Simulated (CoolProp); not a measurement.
Vapour pressure (kPa) of R1224YDZ: the reference equation beside estimates from Tc = 155.5 °C, pc = 3334 kPa, ω = 0.325. Clausius-Clapeyron is anchored at -8.55 °C with a constant enthalpy of vaporisation of 26.78 kJ/mol.

Computed with CoolProp (reference Helmholtz-energy equation of state, Akasaka 2023).

```json
[
 {"T (°C)": "-22.15", "reference": "18.77", "Clausius-Clapeyron": "19.28", "van der Waals": "?", "Peng-Robinson": "19.42"},
 {"T (°C)": "-17.55", "reference": "23.91", "Clausius-Clapeyron": "24.29", "van der Waals": "279.3", "Peng-Robinson": "24.58"},
 {"T (°C)": "-13.05", "reference": "30.00", "Clausius-Clapeyron": "?", "van der Waals": "?", "Peng-Robinson": "30.68"},
 {"T (°C)": "-8.55", "reference": "37.29", "Clausius-Clapeyron": "37.29", "van der Waals": "340.4", "Peng-Robinson": "37.95"},
 {"T (°C)": "-4.05", "reference": "45.94", "Clausius-Clapeyron": "45.70", "van der Waals": "374.1", "Peng-Robinson": "46.55"},
 {"T (°C)": "0.45", "reference": "56.13", "Clausius-Clapeyron": "?", "van der Waals": "410.0", "Peng-Robinson": "56.67"},
 {"T (°C)": "5.05", "reference": "68.33", "Clausius-Clapeyron": "67.60", "van der Waals": "449.0", "Peng-Robinson": "?"},
 {"T (°C)": "9.55", "reference": "82.21", "Clausius-Clapeyron": "81.28", "van der Waals": "489.4", "Peng-Robinson": "82.50"},
 {"T (°C)": "14.05", "reference": "98.22", "Clausius-Clapeyron": "97.16", "van der Waals": "532.3", "Peng-Robinson": "98.34"},
 {"T (°C)": "18.55", "reference": "116.6", "Clausius-Clapeyron": "?", "van der Waals": "577.5", "Peng-Robinson": "116.5"},
 {"T (°C)": "23.15", "reference": "138.0", "Clausius-Clapeyron": "137.1", "van der Waals": "626.3", "Peng-Robinson": "137.7"},
 {"T (°C)": "27.65", "reference": "161.9", "Clausius-Clapeyron": "161.3", "van der Waals": "676.5", "Peng-Robinson": "161.2"},
 {"T (°C)": "32.15", "reference": "188.7", "Clausius-Clapeyron": "?", "van der Waals": "729.3", "Peng-Robinson": "187.8"},
 {"T (°C)": "36.65", "reference": "219.0", "Clausius-Clapeyron": "220.2", "van der Waals": "784.8", "Peng-Robinson": "217.7"}
]
```

Q: Complete the blanks.

A: 
- -22.15, van der Waals: 251.1
- -13.05, Clausius-Clapeyron: 30.21
- -13.05, van der Waals: 308.8
- 0.45, Clausius-Clapeyron: 55.65
- 5.05, Peng-Robinson: 68.76
- 18.55, Clausius-Clapeyron: 115.5
- 32.15, Clausius-Clapeyron: 188.9

Absolute difference from the reference over all 14 rows, mean and median: Clausius-Clapeyron 0.9 and 0.8 %, van der Waals 607.1 and 526.2 %, Peng-Robinson 1.1 and 0.6 %.
